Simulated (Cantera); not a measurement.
A closed system holds: 1 mol Si, 0.019 mol N2O, 3.4 mol H2, equilibrated at 675 °C and 0.133 bar.

Equilibrium computed with Cantera from the NASA thermochemical tables; the gas is ideal and each condensed phase is pure. Candidate condensed phases: H2O, Si, SiO2, Si2N2O, Si3N4; 35 gas species. Rates play no part.

### Question
What is the equilibrium state?

### Answer
- x(H2): 1.00
- n(Si(s)): 0.962 mol
- n(Si2N2O(s)): 0.0190 mol
- gas amount: 3.400 mol
